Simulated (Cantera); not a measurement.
Feed: 1 mol Si3N4, 0.038 mol CO2, 1 mol N2, equilibrated at 1700 °C.

Cantera equilibrium calculation (NASA polynomials, part measured and part estimated; ideal gas, pure solids and liquids). Candidate condensed phases: C, Si, SiC, SiO2, Si2N2O, Si3N4; 34 gas species. Mutual solubility and eutectic melting of coexisting phases are not modelled. Kinetics and transport are ignored.

**Question.** What share of the Si ends up in condensed phases as a function of P (Pa), at 0.100, 0.600, 3.60, 22, 130, 770, 4600, 28000, 170000, 1000000?

**Answer.** 
```
P (Pa)   Si condensed (%)                             as
-------  ----------------  -----------------------------
0.100                 0.0                              -
0.600                 0.0                              -
3.60                  0.0                              -
22                   79.2                 Si(l) + SiC(s)
130                  95.2                 Si(l) + SiC(s)
770                  97.5                 Si(l) + SiC(s)
4600                 97.9                 Si(l) + SiC(s)
28000                99.6  SiC(s) + Si2N2O(s) + Si3N4(s)
170000              100.0  SiC(s) + Si2N2O(s) + Si3N4(s)
1000000             100.0  SiC(s) + Si2N2O(s) + Si3N4(s)
```
